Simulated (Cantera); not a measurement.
An isothermal, constant-pressure homogeneous reactor starts with 23.7 % H₂, 76.3 % O₂, equivalence ratio 0.15, at 925 K and 680 Pa.

Detailed kinetics in Cantera: the H2/O2 subset of GRI-Mech 3.0, which has no nitrogen chemistry. Radical loss at walls, strong at low pressure, is not modelled. Below about 950 K walls govern HO2 and H2O2 in real vessels. The temperature is held fixed by assumption; the heat of reaction is taken as removed at once.

One state of this run: x H₂ = 1.04e-6; x O₂ = 0.732; x HO₂ = 9.68e-8; x H = 3.74e-8; x OH = 2.43e-5. x: mole fraction; the columns are a selection and need not sum to one.

Which value of t (s) does it belong to?
A) 0.120
B) 90.0
C) 23.9
D) 1.69

D, 1.69
